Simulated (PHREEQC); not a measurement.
Model water analysis in mg/L, 20 °C, pH 3.62, pe 12.3:

```
constituent    mg/L
-----------  ------
Na             70.1
K            0.0143
Ca             48.7
Mg             4.76
Cl             59.8
S(6) as SO4     418
Al               24
Si as SiO2     4.29
Sr             3.01
Fe(3)          43.8
Cd             20.3
```

Na is adjusted to close the charge balance.
Valence states are taken as typed.

Model: ion-association model, phreeqc.dat, run in PHREEQC.

**Question.** The ionic strength comes out as 0.0135 mol/kgw. What activity coefficients do FeOH+2, SO4-2, Fe+3, Na+, Cl- get?

**Answer.** FeOH+2 0.64, SO4-2 0.63, Fe+3 0.40, Na+ 0.89, Cl- 0.89.

This is a speciation only: nothing precipitates in the calculation. Saturation is exceeded, for instance for Jarosite-K, Fe(OH)3(a); the values hold only as long as no solid forms. Species that the database lacks are ignored.
